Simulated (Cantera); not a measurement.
Dilute partial oxidation

A perfectly stirred reactor is fed with 1.28 % CH2O, 0.217 % O2, 98.5 % N2, at 5.00 bar; it is held at 1425 K, and followed from long to short residence time.

Computed with Cantera and GRI-Mech 3.0 (53 species, 325 reactions).

| τ (s) | x CH2O | x O2 | x CH2 | x HO2 | x CH4 | x CO | x CO2 |
|---|---|---|---|---|---|---|---|
| 7.0 | 1.81e-7 | 1.10e-6 | <1e-12 | 1.02e-9 | 6.80e-8 | 0.0112 | 0.00143 |
| 2.3 | 3.25e-7 | 1.98e-6 | 4.01e-12 | 2.14e-9 | 1.25e-7 | 0.0113 | 0.00142 |
| 0.78 | 5.80e-7 | 3.54e-6 | 1.64e-11 | 4.23e-9 | 2.27e-7 | 0.0113 | 0.00140 |
| 0.26 | 1.06e-6 | 6.46e-6 | 6.24e-11 | 8.24e-9 | 4.14e-7 | 0.0113 | 0.00137 |
| 0.086 | 1.97e-6 | 1.20e-5 | 2.12e-10 | 1.60e-8 | 7.31e-7 | 0.0113 | 0.00132 |
| 0.029 | 3.70e-6 | 2.24e-5 | 6.10e-10 | 3.09e-8 | 1.20e-6 | 0.0114 | 0.00124 |
| 0.0095 | 7.36e-6 | 4.41e-5 | 1.52e-9 | 6.29e-8 | 1.85e-6 | 0.0116 | 0.00111 |
| 0.0032 | 1.56e-5 | 9.10e-5 | 3.18e-9 | 1.36e-7 | 2.65e-6 | 0.0117 | 0.000917 |
| 0.0010 | 4.09e-5 | 0.000221 | 6.21e-9 | 3.69e-7 | 3.58e-6 | 0.0120 | 0.000656 |
| 0.00035 | 0.000135 | 0.000569 | 9.54e-9 | 1.31e-6 | 3.73e-6 | 0.0121 | 0.000387 |
x: mole fraction; the columns are a selection and need not sum to one.
